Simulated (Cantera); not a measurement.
A perfectly stirred reactor is fed with H2 : O2 : N2 = 1.5 : 0.18 : 2 (molar parts), at 1.00 bar; it is held at 1050 K, and followed from long to short residence time.

Detailed kinetics in Cantera: GRI-Mech 3.0 (53 species, 325 reactions). The temperature is held fixed by assumption; the heat of reaction is taken as removed at once.

Question: Predict: x(H2) at τ = 0.910 s; x(O2) at τ = 0.910 s; x(HO2) at τ = 0.910 s; x(H2O2) at τ = 0.910 s; x(H2) at τ = 16.0 ms; x(O2) at τ = 16.0 ms; x(HO2) at τ = 16.0 ms; x(H2O2) at τ = 16.0 ms.

Answer: 
| Item | Value |
|---|---|
| x(H2) at τ = 0.910 s | 0.326 |
| x(O2) at τ = 0.910 s | 0.000146 |
| x(HO2) at τ = 0.910 s | 1.97e-7 |
| x(H2O2) at τ = 0.910 s | 1.18e-8 |
| x(H2) at τ = 16.0 ms | 0.327 |
| x(O2) at τ = 16.0 ms | 0.00112 |
| x(HO2) at τ = 16.0 ms | 1.50e-6 |
| x(H2O2) at τ = 16.0 ms | 1.40e-8 |
